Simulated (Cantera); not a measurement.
## Hydrocarbon pyrolysis for carbon deposition

An isothermal, constant-pressure homogeneous reactor starts with 13.5 % CH4, 86.5 % N2, at 1800 K and 10.00 Torr.

Detailed kinetics in Cantera: GRI-Mech 3.0 (53 species, 325 reactions). GRI-Mech 3.0 stops at C3 and has no aromatics, soot or wall deposition, so with more carbon than oxygen in the feed, carbon stays in small species such as C2H2 where larger ones or solid carbon would form. Radical loss at walls, strong at low pressure, is not modelled.

```
t (s)        x CH4    x C2H4    x CH2    x C2H6    x C2H2       x H     x C2H
--------  --------  --------  -------  --------  --------  --------  --------
0.000600     0.135   1.53e-7  6.61e-9   1.06e-8  9.15e-10   1.40e-6    <1e-12
0.00130      0.135   1.71e-6  2.83e-8   8.35e-8   2.31e-8   1.50e-6    <1e-12
0.00281      0.135   1.79e-5  1.22e-7   5.45e-7   5.52e-7   1.98e-6  9.23e-12
0.00610      0.134  0.000177  5.07e-7   2.97e-6   1.30e-5   4.39e-6  3.89e-10
0.0132       0.129   0.00152  1.89e-6   1.34e-5  0.000308   1.74e-5   8.84e-9
0.0286       0.104   0.00643  4.66e-6   3.26e-5   0.00598   8.84e-5   1.41e-7
0.0619      0.0569   0.00297  4.55e-6   1.77e-5    0.0305  0.000246   6.64e-7
0.134       0.0253  0.000524  3.09e-6   4.64e-6    0.0473  0.000383   1.11e-6
0.291      0.00928   8.68e-5  1.97e-6   9.10e-7    0.0551  0.000543   1.58e-6
0.629      0.00271   1.34e-5  1.13e-6   1.24e-7    0.0583  0.000769   2.25e-6
1.36      0.000674   4.27e-6  5.33e-7   1.19e-8    0.0592   0.00106   3.09e-6
2.95      0.000178   3.37e-6  2.02e-7   1.06e-9    0.0594   0.00126   3.69e-6
6.39       5.87e-5   3.29e-6  7.20e-8  1.23e-10    0.0595   0.00131   3.84e-6
13.9       2.30e-5   3.28e-6  2.85e-8  2.16e-11    0.0595   0.00132   3.85e-6
30.0       1.18e-5   3.28e-6  1.47e-8  7.99e-12    0.0595   0.00132   3.85e-6
```
x: mole fraction; the columns are a selection and need not sum to one.

Equilibrium at this temperature and pressure: CH4 8.44e-6, C2H4 1.18e-6, CH2 1.05e-8, C2H6 3.61e-12, C2H2 0.0213, H 0.00132, C2H 1.38e-6 (gas phase only).
